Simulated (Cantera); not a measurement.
An isothermal plug-flow reactor at 850 K and 2.20 bar (inlet), inlet velocity 1.5 m/s, active area per volume 1000 1/m; feed 0.428 % CH4, 1.31 % O2, 94.0 % N2, 4.28 % H2O, equivalence ratio 0.65.

Detailed kinetics in Cantera: Deutschmann's 1995 Pt surface mechanism with GRI-Mech 3.0 gas chemistry. Catalytic surfaces can have several steady states; this one follows from the mechanism file's or the stated starting coverage. Mass transfer to the wall is taken as infinitely fast.

### Question
Predict: x(CH4) at z = 0.037 m; x(O2) at z = 0.037 m; x(H2O) at z = 0.037 m; x(CO2) at z = 0.037 m; x(CO) at z = 0.037 m; θ(free Pt) at the exit; θ(O*) at the exit; θ(OH*) at the exit.

### Answer
| Quantity | Value |
|---|---|
| x(CH4) at z = 0.037 m | 0.00298 |
| x(O2) at z = 0.037 m | 0.0105 |
| x(H2O) at z = 0.037 m | 0.0454 |
| x(CO2) at z = 0.037 m | 0.00130 |
| x(CO) at z = 0.037 m | 7.33e-7 |
| θ(free Pt) at the exit | 0.108 |
| θ(O*) at the exit | 0.884 |
| θ(OH*) at the exit | 0.00810 |
